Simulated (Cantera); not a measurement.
An isothermal, constant-pressure homogeneous reactor starts with C2H6 : H2 = 1 : 69 (molar parts), at 1800 K and 1330 Pa. Integrator tolerance rtol = 1e-08.

Cantera simulation using GRI-Mech 3.0 (53 species, 325 reactions); the numbers are that mechanism's predictions, not measurements. GRI-Mech 3.0 stops at C3 and has no aromatics, soot or wall deposition, so with more carbon than oxygen in the feed, carbon stays in small species such as C2H2 where larger ones or solid carbon would form. Radical loss at walls, strong at low pressure, is not modelled.

**Question.** What does this change do: pressure from 1330 Pa to 67.0 Pa?

**Answer.** 
| quantity | before | after |
|---|---|---|
| x(C2H6) at 200 s | 7.13e-11 (gas-phase equilibrium 7.13e-11) | 2.65e-12 (gas-phase equilibrium <1e-12) |
| x(H2) at 200 s | 0.983 (gas-phase equilibrium 0.983) | 0.974 (gas-phase equilibrium 0.972) |
| x(CH3) at 200 s | 5.59e-6 (gas-phase equilibrium 5.59e-6) | 4.75e-6 (gas-phase equilibrium 1.24e-6) |
| x(H) at 200 s | 0.00310 (gas-phase equilibrium 0.00310) | 0.0121 (gas-phase equilibrium 0.0137) |
| x(C2H) at 200 s | 3.81e-7 (gas-phase equilibrium 3.81e-7) | 1.50e-6 (gas-phase equilibrium 1.70e-6) |
